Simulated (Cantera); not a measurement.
Feed: 1 mol Ti(OiPr)4, 4.4 mol O2, equilibrated at 1875 K and 100 Torr.

Equilibrium computed with Cantera from the NASA thermochemical tables; the gas is ideal and each condensed phase is pure. Candidate condensed phases: C, C6H6, C7H8, C8H18, H2O, Ti, TiC, TiO, TiO2, Ti2O3, Ti3O5, Ti4O7; 113 gas species. The feed counts by its element totals alone. Mutual solubility and eutectic melting of coexisting phases are not modelled. TiC: taken at fixed stoichiometry. Kinetics and transport are ignored.

Base state: H2 0.543, CO 0.455, H 0.00132, H2O 0.000182, CO2 3.70e-5 (mole fractions); condensed: TiC(s) + Ti2O3(s).

What changes in the equilibrium state with this change: O2 from 4.4 to 0.28 mol?


```tsv
species	before	after
H2	0.543	0.753
CO	0.455	0.246
H	0.00132	0.00156
C2H2 (acetylene)	2.26e-7	0.000238
CO2	3.70e-5	3.90e-7
CH4	8.63e-7	4.58e-5
H2O	0.000182	4.92e-6
TiC(s), mol	0.282	1.00
Ti2O3(s), mol	0.359	0
C(graphite), mol	0	6.43
```
